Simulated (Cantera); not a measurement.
Silicon nitride deposition: SiH4 + NH3 + N2

Charge: 1 mol SiH4, 0.25 mol NH3, 46 mol N2.

Equilibrium computed with Cantera from the NASA thermochemical tables; the gas is ideal and each condensed phase is pure. Candidate condensed phases: Si, Si3N4; 18 gas species. The numbers say what is thermodynamically allowed, not how fast it happens.

### Question
Map the stable condensed phases over T = 502, 602, 702, 802, 902, 1002, 1102, 1202, 1302, 1402, 1502, 1602, 1702, 1802 °C and P in Pa = 5, 26, 140, 710, 3700, 19000, 100000.

### Answer
```
T in °C \ P in Pa
              5     26    140    710   3700  19000 100000
   1802       A      A      A      B      B      B      C
   1702       A      A      A      B      B      C      C
   1602       A      A      B      B      C      C      C
   1502       A      B      B      C      C      C      C
   1402       B      B      C      C      C      C      C
   1302       B      C      C      C      C      C      C
   1202       C      C      C      C      C      C      C
   1102       C      C      C      C      C      C      C
   1002       C      C      C      C      C      C      C
    902       C      C      C      C      C      C      C
    802       C      C      C      C      C      C      C
    702       C      C      C      C      C      C      C
    602       C      C      C      C      C      C      C
    502       C      C      C      C      C      C      C
```
A: gas only; B: Si; C: Si3N4.
